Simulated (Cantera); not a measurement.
Input: 1 mol AlN, a varied amount of Cl2, at 775 °C and 10000 Pa.

Cantera equilibrium calculation (NASA polynomials, part measured and part estimated; ideal gas, pure solids and liquids). Candidate condensed phases: Al, AlCl3, AlN; 11 gas species. Equilibrium is a limit: real reactors are often held back by kinetics, nucleation or transport.

Problem. Which condensed phases are stable at each of these points (n(Cl2) (mol)): 0.96, 3.4, 5.8, 8.2, 11, 13, 15, 18, 20, 23?

Solution. 
```tsv
n(Cl2) (mol)	condensed phases	Al condensed (%)
0.96	AlN(s)	36.0
3.4	gas only	0.0
5.8	gas only	0.0
8.2	gas only	0.0
11	gas only	0.0
13	gas only	0.0
15	gas only	0.0
18	gas only	0.0
20	gas only	0.0
23	gas only	0.0
```

At 0.96 mol Cl2 the condensed part is AlN(s). From 3.4 mol Cl2 to 23 mol Cl2 nothing is condensed.
